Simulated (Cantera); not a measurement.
An isothermal, constant-pressure homogeneous reactor starts with CH₂O : O₂ : N₂ = 0.014 : 0.0031 : 1 (molar parts), equivalence ratio 4.5, at 1025 K and 1.00 bar. Integrator tolerance rtol = 1e-08.

Computed with Cantera and GRI-Mech 3.0 (53 species, 325 reactions).

Q: What does this change do: O2 0.0031 to 0.027 parts?

A: 
```json
[
 {"quantity": "x(CH₂O) at 50.0 s", "before": "5.86e-11 (gas-phase equilibrium 6.06e-11)", "after": "<1e-12 (gas-phase equilibrium <1e-12)"},
 {"quantity": "x(O₂) at 50.0 s", "before": "2.94e-10 (gas-phase equilibrium <1e-12)", "after": "0.0125 (gas-phase equilibrium 0.0125)"},
 {"quantity": "x(CO₂) at 50.0 s", "before": "0.000961 (gas-phase equilibrium 0.00332)", "after": "0.0134 (gas-phase equilibrium 0.0134)"},
 {"quantity": "x(O) at 50.0 s", "before": "<1e-12 (gas-phase equilibrium <1e-12)", "after": "1.65e-10 (gas-phase equilibrium 3.71e-11)"},
 {"quantity": "x(HO₂) at 50.0 s", "before": "<1e-12 (gas-phase equilibrium <1e-12)", "after": "8.10e-11 (gas-phase equilibrium 6.07e-11)"}
]
```

Q: What does this change do: temperature 1025 to 1250 K?

A: 
| quantity | before | after |
|---|---|---|
| x(CH₂O) at 50.0 s | 5.86e-11 (gas-phase equilibrium 6.06e-11) | 5.37e-11 (gas-phase equilibrium 5.36e-11) |
| x(O₂) at 50.0 s | 2.94e-10 (gas-phase equilibrium <1e-12) | <1e-12 (gas-phase equilibrium <1e-12) |
| x(CO₂) at 50.0 s | 0.000961 (gas-phase equilibrium 0.00332) | 0.00246 (gas-phase equilibrium 0.00249) |
| x(O) at 50.0 s | <1e-12 (gas-phase equilibrium <1e-12) | <1e-12 (gas-phase equilibrium <1e-12) |
| x(HO₂) at 50.0 s | <1e-12 (gas-phase equilibrium <1e-12) | <1e-12 (gas-phase equilibrium <1e-12) |
